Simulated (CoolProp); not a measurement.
A single-stage vapour-compression cycle with n-perfluorobutane: evaporating at 313.15 K (dew point), condensing at 334.15 K (bubble point), superheat 8 K, subcooling 0 K, compressor efficiency 0.65, no pressure losses. Each further row changes one setting.

Values from CoolProp's reference Helmholtz-energy equation of state, Gao 2022.

```
case                              cooling COP  pressure ratio  discharge temperature (K)  refrigerating effect (kJ/kg)  volumetric capacity (kJ/m³)
--------------------------------  -----------  --------------  -------------------------  ----------------------------  ---------------------------
as stated                                   ?            1.75                      334.4                          64.3                         2760
evaporating temperature 318.15 K         11.0            1.52                      336.2                          68.2                         3360
condensing temperature 329.15 K          11.0               ?                          ?                          70.4                         3020
subcooling 5 K                           8.61            1.75                      334.4                          70.5                         3020
superheat 18 K                           8.51            1.75                          ?                             ?                            ?
compressor efficiency 0.55                  ?            1.75                      335.9                          64.3                         2760
```

Task: What belongs in the gaps?

Result: 
- as stated, cooling COP: 7.86
- condensing temperature 329.15 K, pressure ratio: 1.54
- condensing temperature 329.15 K, discharge temperature (K): 331.2
- superheat 18 K, discharge temperature (K): 344.3
- superheat 18 K, refrigerating effect (kJ/kg): 73.6
- superheat 18 K, volumetric capacity (kJ/m³): 3010
- compressor efficiency 0.55, cooling COP: 6.65
